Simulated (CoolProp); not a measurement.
Saturation properties of R11 (Tc = 471.1 K, pc = 4.408 MPa, ω = 0.189).

Computed with CoolProp (reference Helmholtz-energy equation of state, Jacobsen 1992).

| T (K) | p (MPa) | vapour density (kg/m³) | liquid cp (kJ/(kg K)) | liquid viscosity (µPa s) | liquid conductivity (mW/(m K)) |
|---|---|---|---|---|---|
| 317.5 | (withheld) | 11.02 | 0.9014 | 360 | (withheld) |
| 323.6 | 0.2393 | 13.08 | 0.9087 | 340 | 79.7 |
| 329.6 | 0.2840 | 15.38 | 0.9164 | 322 | 78.0 |
| 335.7 | 0.3357 | (withheld) | 0.9246 | 305 | 76.3 |
| 341.8 | 0.3943 | 21.02 | 0.9334 | 289 | 74.7 |
| 347.9 | 0.4602 | 24.39 | (withheld) | 274 | 73.0 |
| 353.9 | 0.5327 | 28.11 | 0.9525 | 259 | 71.4 |
| 360 | 0.6150 | 32.35 | 0.9633 | 246 | 69.8 |
| 366.1 | (withheld) | 37.09 | 0.9748 | 233 | (withheld) |
| 372.1 | 0.8055 | 42.29 | 0.9872 | 221 | 66.5 |

### Question
Some entries are withheld; supply them.

### Answer

- 317.5, p (MPa): 0.1995
- 317.5, liquid conductivity (mW/(m K)): 81.3
- 335.7, vapour density (kg/m³): 18.03
- 347.9, liquid cp (kJ/(kg K)): 0.9427
- 366.1, p (MPa): 0.7063
- 366.1, liquid conductivity (mW/(m K)): 68.1

It boils at 296.9 K under 1 atm.

Viscosity comes from a separate model (Klein 1997), an estimate that may be off by 10 % or more. Thermal conductivity comes from a separate model (McLinden 2000), an estimate that may be off by 10 % or more.
